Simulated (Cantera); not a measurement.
An adiabatic, constant-pressure homogeneous reactor starts with H₂ : O₂ : N₂ = 1 : 0.417 : 1.57 (molar parts), at 1700 K and 825 Torr.

Model: the H2/O2 subset of GRI-Mech 3.0, which has no nitrogen chemistry, integrated in Cantera.

**Question.** Predict: time of steepest temperature rise; temperature at 4.00 s; equilibrium temperature; x(H₂) at 4.00 s; x(O₂) at 4.00 s; x(H₂O₂) at 4.00 s; x(H₂O) at 4.00 s; x(OH) at 4.00 s; x(H) at 4.00 s; x(HO₂) at 4.00 s.

**Answer.** 
- time of steepest temperature rise: 6.74 µs
- temperature at 4.00 s: 2944 K
- equilibrium temperature: 2944 K
- x(H₂) at 4.00 s: 0.0875 (gas-phase equilibrium 0.0875)
- x(O₂) at 4.00 s: 0.00985 (gas-phase equilibrium 0.00985)
- x(H₂O₂) at 4.00 s: 4.05e-7 (gas-phase equilibrium 4.05e-7)
- x(H₂O) at 4.00 s: 0.245 (gas-phase equilibrium 0.245)
- x(OH) at 4.00 s: 0.0334 (gas-phase equilibrium 0.0334)
- x(H) at 4.00 s: 0.0376 (gas-phase equilibrium 0.0376)
- x(HO₂) at 4.00 s: 6.16e-6 (gas-phase equilibrium 6.16e-6)
